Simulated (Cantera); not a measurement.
## Equilibrium for fluorocarbon and chlorocarbon gases: CF4 + F2

Charge: 1 mol CF4, 0.24 mol F2, equilibrated at 0.133 bar.

Method: chemical equilibrium by Gibbs-energy minimisation in Cantera with the NASA 1993 tables (ideal gas, pure condensed phases). Candidate condensed phases: C; 13 gas species. Gases not in the tables: C2F6 and larger saturated fluorocarbons. Equilibrium is a limit: real reactors are often held back by kinetics, nucleation or transport.

```csv
T (°C),log p F,log p CF2,log p CF,log p C3,log p CF4,log p CF3
2652,-1.02,-1.49,-2.42,-5.04,-3.17,-3.17
2702,-1.02,-1.51,-2.29,-4.56,-3.45,-3.30
2752,-1.01,-1.54,-2.17,-4.12,-3.74,-3.43
2802,-1.01,-1.58,-2.07,-3.74,-4.03,-3.57
2852,-1.00,-1.64,-1.99,-3.42,-4.32,-3.72
2902,-1.00,-1.71,-1.93,-3.17,-4.61,-3.88
2952,-0.99,-1.79,-1.89,-2.98,-4.91,-4.05
3002,-0.98,-1.89,-1.86,-2.84,-5.21,-4.23
```
log p: log10 of the partial pressure in bar; nothing condenses.

From 2652 °C to 3002 °C nothing is condensed. The main C-bearing gas is CF2 at 2652 °C and CF at 3002 °C.
